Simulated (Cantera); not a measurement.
Feed: 1 mol Ti(OiPr)4, 1.2 mol H2.

Cantera equilibrium calculation (NASA polynomials, part measured and part estimated; ideal gas, pure solids and liquids). Candidate condensed phases: C, C6H6, C7H8, C8H18, H2O, Ti, TiC, TiO, TiO2, Ti2O3, Ti3O5, Ti4O7; 113 gas species. The feed counts by its element totals alone. Mutual solubility and eutectic melting of coexisting phases are not modelled. TiC: taken at fixed stoichiometry. Condensed phases not in the tables: Magnéli phases beyond Ti4O7. The numbers say what is thermodynamically allowed, not how fast it happens.

Task: What condenses at these points (T in °C, P in Pa): (1100, 27000); (1050, 27000); (1050, 27000); (1400, 10); (1000, 100000); (1050, 27000); (950, 1900); (900, 100000)?

Result: 
```csv
T (°C),P in Pa,condensed phases,Ti condensed (%)
1100,27000,C + TiC + Ti3O5,100.0
1050,27000,C + Ti3O5,100.0
1050,27000,C + Ti3O5,100.0
1400,10,C + TiC,100.0
1000,100000,C + Ti4O7,100.0
1050,27000,C + Ti3O5,100.0
950,1900,C + Ti3O5,100.0
900,100000,C + TiO2,100.0
```
